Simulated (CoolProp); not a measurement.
Saturation properties of fluorine.

Model: reference Helmholtz-energy equation of state, de Reuck 1990, in CoolProp.

```csv
T (°C),p (MPa),liquid density (kg/m³),vapour density (kg/m³),liquid cp (kJ/(kg K)),surface tension (mN/m)
-174.35,0.3875,1400,19.60,1.577,9.77
-169.55,0.5660,1361,28.04,1.613,8.54
-164.85,0.7928,1320,38.76,1.659,7.35
-160.05,1.086,1277,52.80,1.721,6.18
-155.25,1.450,1229,70.78,1.808,5.05
-150.45,1.895,1178,93.89,1.936,3.96
-145.75,2.417,1120,123.4,2.136,2.94
-140.95,3.052,1052,164.0,2.505,1.96
-136.15,3.801,964.1,222.8,3.349,1.07
-131.45,4.664,834.1,324.6,7.072,0.314
```

It boils at -188.1 °C under 1 atm.

Surface tension comes from a separate correlation (Mulero 2012).
